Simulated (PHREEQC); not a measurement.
A column of 0.1 m (40 cells, dispersivity 0.008 m, 3600 s a shift, diffusion coefficient 3e-10 m²/s) holds 0.0019 eq of the database's cation exchanger X per kg of pore water, first in equilibrium with 0.015 mol CaCl2, 0.0014 mol ZnCl2 and 1e-05 mol HCl per kg of water. It is flushed with 1 mmol/kgw BaCl2 and 0.01 mmol/kgw HCl, at 25 °C. Values are for the last cell. No CO2 enters from the air. Precipitation was switched off in this run.

The series has 33 steps of pore volumes, from 0 to 4.013.

All values are PHREEQC results (ion-association model, phreeqc.dat), not measurements.

Q: After how many pore volumes does Ba at the outlet first reach half of its feed value?

A: By 2.1 pore volumes.
